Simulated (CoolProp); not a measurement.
Values from CoolProp's reference Helmholtz-energy equation of state, Lemmon 2005. It is a short technical equation, of lower accuracy than the large ones.

Q: Give the vapour pressure (MPa), liquid density (kg/m³), vapour density (kg/m³) of saturated cis-2-butene at 46.95, 61.85, 71.75 °C.

A: 
```json
[
 {"T (°C)": "46.95", "p (MPa)": "0.411", "liquid density (kg/m³)": "588", "vapour density (kg/m³)": "9.67"},
 {"T (°C)": "61.85", "p (MPa)": "0.607", "liquid density (kg/m³)": "569", "vapour density (kg/m³)": "14.1"},
 {"T (°C)": "71.75", "p (MPa)": "0.770", "liquid density (kg/m³)": "555", "vapour density (kg/m³)": "17.9"}
]
```
